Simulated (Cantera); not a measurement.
Input: 1 mol Cr, 0.81 mol NH3, 61 mol N2, held at 1100 °C.

Equilibrium computed with Cantera from the NASA thermochemical tables; the gas is ideal and each condensed phase is pure. Candidate condensed phases: Cr, CrN, Cr2N; 11 gas species. The numbers say what is thermodynamically allowed, not how fast it happens.

Question: Which condensed phases are stable at each of these points (P (Pa)): 0.100, 0.750, 5.60, 42, 320, 2400, 18000, 130000, 1000000?

Answer: 
```
P (Pa)   condensed phases  Cr condensed (%)
-------  ----------------  ----------------
0.100            gas only               0.0
0.750               Cr(s)              73.0
5.60                Cr(s)              96.4
42                  Cr(s)              99.5
320                 Cr(s)              99.9
2400              Cr2N(s)             100.0
18000             Cr2N(s)             100.0
130000             CrN(s)             100.0
1000000            CrN(s)             100.0
```

At 0.100 Pa nothing is condensed. From 0.750 Pa to 3.20 mbar the condensed part is Cr(s). From 24.0 mbar to 0.180 bar the condensed part is Cr2N(s). From 1.30 bar to 10.0 bar the condensed part is CrN(s).
